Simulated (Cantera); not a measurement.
# Reactions in the system Al-H-I-N

Cantera with NASA thermochemical tables; ideal gases at 1 bar, condensed phases pure. Values are per mole of reaction as written; species without (g) are pure solids or liquids, kept so even where they would boil at 1 bar.

2 AlI3(g) + 2 NH3(g) ⇌ 3 I2(g) + 6 H(g) + 2 AlN

```csv
T (K),ΔH° (kJ),ΔS° (J/K),ΔG° (kJ),log10 K
1200,1396.9,472.5,829.9,-36.13
1400,1407.0,480.3,734.6,-27.41
1600,1416.3,486.5,637.9,-20.83
1800,1424.8,491.5,540.1,-15.67
2000,1432.7,495.7,441.4,-11.53
```
